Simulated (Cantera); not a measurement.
Charge: 1 mol Si(CH3)4, 150 mol H2, 0.036 mol HCl, held at 1000 Pa.

Method: chemical equilibrium by Gibbs-energy minimisation in Cantera with the NASA 1993 tables (ideal gas, pure condensed phases). Candidate condensed phases: C, C6H6, C7H8, C8H18, Si, SiC; 109 gas species. Kinetics and transport are ignored. All values below are at 1348 K.

Base state: H2 1.000, HCl 0.000231, CH4 5.83e-5, H 2.31e-5 (mole fractions); condensed: C(graphite) + SiC(s).

Q: What changes in the equilibrium state with this change: Si(CH3)4 replaced by CH3SiH3?

A: 
```json
[
 {"species": "H2", "before": "1.000", "after": "1.000"},
 {"species": "HCl", "before": "0.000231", "after": "0.000235"},
 {"species": "H", "before": "2.31e-5", "after": "2.31e-5"},
 {"species": "CH4", "before": "5.83e-5", "after": "2.84e-7"},
 {"species": "C(graphite), mol", "before": "2.99", "after": "0"},
 {"species": "SiC(s), mol", "before": "1.00", "after": "1.000"}
]
```
The feed counts by its element totals alone.
